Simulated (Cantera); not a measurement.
A Cantera script and its output.

```python
import numpy as np
import cantera as ct

gas = ct.Solution("gri30.yaml")
gas.TPX = 1023, 100000, {'N2O': 1, 'O2': 0.27, 'H2O': 0.0057}
reactor = ct.IdealGasConstPressureReactor(gas, energy="off", clone=False)
net = ct.ReactorNet([reactor])
net.rtol, net.atol = 1e-08, 1e-18
show = ['N2O', 'O2', 'NO2', 'NO', 'O']
times = np.geomspace(3e-06, 30, 10)

steps = ct.SolutionArray(gas, extra=["t"])
rows = []
print(f"{'t/s':>10s}{'T/K':>9s}{'P/Pa':>11s}" + "".join(f"{s:>11s}" for s in show))
for t in times:
    while net.time < t:
        t_next = net.step()
        steps.append(gas.state, t=t_next)
    rows.append([np.interp(t, steps.t, y) for y in (steps.T, steps.P, *steps(*show).X.T)])
    print(f"{t:10.3e}{rows[-1][0]:9.1f}{rows[-1][1]:11.4g}" + "".join(f"{x:11.3e}" for x in rows[-1][2:]))
rate = np.gradient(steps.T, steps.t)
print("integrator steps:", len(steps.t))
if steps.T.max() > steps.T[0] + 200:
    print(f"time of steepest temperature rise: {steps.t[rate.argmax()]:.4e} s")
gas.TPX = 1023, 100000, {'N2O': 1, 'O2': 0.27, 'H2O': 0.0057}
gas.equilibrate("TP")
print(f"equilibrium (TP): T = {gas.T:.1f} K  " + "  ".join(f"{s} {gas[s].X[0]:.3e}" for s in show))
```

Result:

```
       t/s      T/K       P/Pa        N2O         O2        NO2         NO          O
 3.000e-06   1023.0      1e+05  7.839e-01  2.116e-01  9.558e-19  1.138e-10  1.210e-08
 1.798e-05   1023.0      1e+05  7.839e-01  2.116e-01  6.590e-16  3.038e-09  4.665e-08
 1.078e-04   1023.0      1e+05  7.839e-01  2.116e-01  1.022e-13  3.760e-08  6.683e-08
 6.463e-04   1023.0      1e+05  7.839e-01  2.117e-01  8.225e-12  2.558e-07  6.688e-08
 3.875e-03   1023.0      1e+05  7.838e-01  2.117e-01  3.281e-09  1.561e-06  6.687e-08
 2.323e-02   1023.0      1e+05  7.836e-01  2.117e-01  6.821e-07  8.715e-06  6.677e-08
 1.392e-01   1023.0      1e+05  7.821e-01  2.121e-01  1.411e-05  4.193e-05  6.609e-08
 8.348e-01   1023.0      1e+05  7.736e-01  2.144e-01  7.543e-05  2.488e-04  6.295e-08
 5.004e+00   1023.0      1e+05  7.253e-01  2.273e-01  1.424e-04  1.619e-03  5.861e-08
 3.000e+01   1023.0      1e+05  5.129e-01  2.845e-01  2.201e-04  7.397e-03  4.758e-08
integrator steps: 1042
equilibrium (TP): T = 1023.0 K  N2O 3.323e-09  O2 4.336e-01  NO2 3.224e-06  NO 4.893e-05  O 2.064e-10
```

Detailed kinetics in Cantera: GRI-Mech 3.0 (53 species, 325 reactions). GRI-Mech 3.0 was tuned for natural gas; its chemistry of N2O as a main component is partial and can be far from experiment. The mechanism lacks the step 2 NO + O2 → 2 NO2, which can matter for NO2 below about 1400 K. The temperature is held fixed by assumption; the heat of reaction is taken as removed at once.
